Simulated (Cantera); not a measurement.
Feed: 1 mol B₂O₃, 9.5 mol H₂, at 1548.15 K and 72.0 Pa.

These are equilibrium values from Cantera (NASA tables, ideal gas, pure condensed phases), not measurements of a reactor. Candidate condensed phases: B, B₂O₃, B₃O₃H₃, H₂O; 23 gas species. The numbers say what is thermodynamically allowed, not how fast it happens.

Base state: H₂ 0.872, B₂O₃ 0.0594, HBO₂ 0.0349, HBO 0.0258, B₂O₂ 0.00502, H 0.00107, H₂O 0.000860, BO 0.000774 (mole fractions); condensed: gas only.

What changes in the equilibrium state with this change: H₂ from 9.5 to 95 mol?


```tsv
species	before	after
H₂	0.872	0.981
HBO	0.0258	0.00726
HBO₂	0.0349	0.00683
B₂O₃	0.0594	0.00291
B₂O₂	0.00502	0.000353
BO	0.000774	0.000205
H₂O	0.000860	0.000672
```
